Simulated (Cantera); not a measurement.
Cantera run:

```python
import numpy as np
import cantera as ct

gas_names = """
    AL ALC ALN ALO ALO2 AL2 AL2O AL2O2 C CN CO CO2 C2 CCN CNC C2N2 C2O C3 C3O2 C4 C4N2 C5 N NCO NO NO2
    NO3 N2 N2O O O2 O3
""".split()
cond_names = """
    AL(cr) AL(L) ALN(s) AL2O3(a) AL2O3(L) C(gr)
""".split()


# ... load() reads the species with a 1 bar reference pressure and builds the phases ...
atoms = {
    'Al': {'AL': 1},
    'CO': {'C': 1, 'O': 1},
    'N2': {'N': 2},
}
top_T = {'ALN(s)': 2750, 'C(gr)': 4500}  # K; cautious upper limits of use, not melting points


# ... equilibrate(T, P, feed) seeds the gas with the atoms and calls Mixture.equilibrate('TP', solver="vcs", rtol=1e-11, max_steps=5000) ...
results = []
feed = {'Al': 1, 'CO': 4.1, 'N2': 3.1}  # mol
P = 790000  # Pa
for T in [775, 850, 925, 1000, 1075, 1150, 1225, 1300, 1375, 1450, 1525, 1600]:
    mix = equilibrate(T, P, feed)
    results.append((T, P, feed, dict(zip(mix.species_names, mix.species_moles))))

top = {s: max(r[3][s] / sum(r[3][g] for g in gas_names) for r in results) for s in gas_names}
cols = sorted((s for s in top if top[s] > 0.0001), key=lambda s: -top[s])[:8]
seen = [c for c in cond_names if any(r[3].get(c, 0) > 1e-12 for r in results)]
print("log10 of partial pressures in bar; condensed amounts in mol")
print(f"{'T/K':>10s}" + "".join(f"{s[:9]:>10s}" for s in cols + seen))
for T, P, feed, n in results:
    ng = sum(n[g] for g in gas_names)
    print(f"{T:10.4g}" + "".join(f"{np.log10(max(n[s] / ng * P / 1e5, 1e-99)):10.3f}" for s in cols)
          + "".join(f"{n.get(c, 0):10.4g}" for c in seen))
```

Result:

```
log10 of partial pressures in bar; condensed amounts in mol
       T/K        N2        CO       CO2  AL2O3(a)     C(gr)
       775     0.743    -1.001     0.356       0.5     2.772
       850     0.737    -0.502     0.328       0.5     2.711
       925     0.724    -0.108     0.262       0.5     2.572
      1000     0.701     0.186     0.127       0.5     2.326
      1075     0.674     0.380    -0.107       0.5     2.013
      1150     0.653     0.483    -0.438       0.5     1.752
      1225     0.641     0.527    -0.818       0.5     1.608
      1300     0.637     0.545    -1.197       0.5     1.545
      1375     0.635     0.551    -1.550       0.5      1.52
      1450     0.634     0.554    -1.871       0.5      1.51
      1525     0.633     0.555    -2.161       0.5     1.505
      1600     0.633     0.556    -2.424       0.5     1.503
```

Method: chemical equilibrium by Gibbs-energy minimisation in Cantera with the NASA 1993 tables (ideal gas, pure condensed phases).
